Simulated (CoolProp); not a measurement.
Values from CoolProp's reference Helmholtz-energy equation of state, Lemmon 2006. It is a short technical equation, of lower accuracy than the large ones.

Give the vapour pressure (MPa), liquid density (kg/m³), vapour density (kg/m³), enthalpy of vaporisation (kJ/kg) of saturated carbon monoxide at 109 K.


```tsv
T (K)	p (MPa)	liquid density (kg/m³)	vapour density (kg/m³)	enthalpy of vaporisation (kJ/kg)
109	1.00	654	39.1	164
```
